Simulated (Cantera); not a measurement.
## Boron, boron nitride and boron oxide: borazine + O₂ + N₂

A closed system holds: 1 mol borazine, 0.061 mol O₂, 190 mol N₂, equilibrated at 577 °C and 4.05 Torr.

Method: chemical equilibrium by Gibbs-energy minimisation in Cantera with the NASA 1993 tables (ideal gas, pure condensed phases). Candidate condensed phases: B, BN, B₂O₃, B₃O₃H₃, H₂O; 39 gas species. The feed counts by its element totals alone. The numbers say what is thermodynamically allowed, not how fast it happens.

```yaml
x(N₂): 0.984
x(H₂): 0.0155
x(H₂O): 2.73e-5
n(BN(s)): 2.92 mol
n(B₂O₃(l)): 0.0389 mol
gas_amount: 193.0 mol
log10 activity of B(s) (absent): -9.68
log10 activity of B₃O₃H₃(s) (absent): -21.53
```
